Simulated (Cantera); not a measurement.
Charge: 1 mol SiHCl3, a varied amount of H2, held at 2400 °C and 40.0 mbar.

Cantera equilibrium calculation (NASA polynomials, part measured and part estimated; ideal gas, pure solids and liquids). Candidate condensed phases: Si; 19 gas species. The tables' values for SiCl are old estimates; treat these amounts as uncertain. Rates play no part.

Problem. At 300 mol H2, list the 4 most abundant gas species with their mole fractions, and the condensed phases.

Solution. H2 0.764, H 0.224, HCl 0.00728, Si 0.00280. Condensed: gas only.
